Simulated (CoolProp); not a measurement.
Vapour-liquid equilibrium of R143a (1) + R1234yf (2) at 230.5 K; x and y are mole fractions of (1).

Computed with CoolProp (multi-fluid Helmholtz-energy mixture model, Lemmon and Jacobsen 2000 and Lemmon 2022; pair parameters Bell 2016).

```tsv
x	bubble pressure, mixture model (MPa)	bubble pressure, Raoult's law (MPa)	y, mixture model	y, Raoult's law
0.05	0.05877	0.05810	0.115	0.108
0.2	0.07065	0.06872	0.373	0.365
0.35	0.08168	0.07934	0.551	0.553
0.5	0.09214	0.08995	0.687	0.697
0.65	0.1022	0.1006	0.798	0.810
0.8	0.1122	0.1112	0.892	0.902
0.95	0.1220	0.1218	0.974	0.978
```

The largest gap from Raoult's law is +2.9 % in bubble pressure, at x = 0.35. No azeotrope shows between x = 0.05 and 0.95.

Pair parameters are fitted to limited data, so mixtures are less certain than the pure fluids.
